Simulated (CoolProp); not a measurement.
Vapour pressure (kPa) of R1132(E): the reference equation beside estimates from Tc = 348.8 K, pc = 5174 kPa, ω = 0.245. Clausius-Clapeyron is anchored at 269.7 K with a constant enthalpy of vaporisation of 16.36 kJ/mol.

Values from CoolProp's reference Helmholtz-energy equation of state, Akasaka 2024.

```tsv
T (K)	reference	Clausius-Clapeyron	van der Waals	Peng-Robinson
260.2	533.9	560.9	1423	530.5
263.4	595.5	614.9	1510	591.7
266.5	660.1	670.8	1597	656.0
269.7	732.2	732.2	1691	727.7
272.8	807.4	795.5	1784	802.7
275.9	888.3	862.6	1881	883.3
279.1	978.0	936.2	1985	972.9
282.2	1071	1012	2088	1066
285.4	1174	1094	2199	1169
```

Absolute difference from the reference over all 9 rows, mean and median: Clausius-Clapeyron 3.4 and 3.3 %, van der Waals 123.4 and 121.0 %, Peng-Robinson 0.6 and 0.6 %.
